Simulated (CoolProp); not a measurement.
Octamethylcyclotetrasiloxane (D4) along the isotherm 433.5 K: fugacity coefficient from the reference equation and from simpler models built on Tc = 586.5 K, pc = 1347 kPa, ω = 0.598; each cubic takes its own stable root.

Model: reference Helmholtz-energy equation of state, Thol 2015, in CoolProp.

```csv
p (kPa),phase,reference,Redlich-Kwong,Soave-Redlich-Kwong
561,liquid,0.1196,0.3062,0.1210
1120,liquid,0.06349,0.1644,0.06459
1680,liquid,0.04486,0.1175,0.04589
2250,liquid,0.03553,0.09405,0.03655
2810,liquid,?,0.08060,0.03117
3370,liquid,0.02663,0.07188,?
3930,liquid,0.02418,0.06588,?
4490,liquid,0.02242,0.06161,0.02352
5050,liquid,0.02111,0.05850,0.02225
5610,liquid,0.02011,0.05622,0.02130
6170,liquid,0.01936,0.05454,0.02060
6740,liquid,?,0.05332,0.02007
```

**Question.** Some entries are withheld; supply them.

**Answer.** 
- 2810, reference: 0.03014
- 3370, Soave-Redlich-Kwong: 0.02767
- 3930, Soave-Redlich-Kwong: 0.02525
- 6740, reference: 0.01878
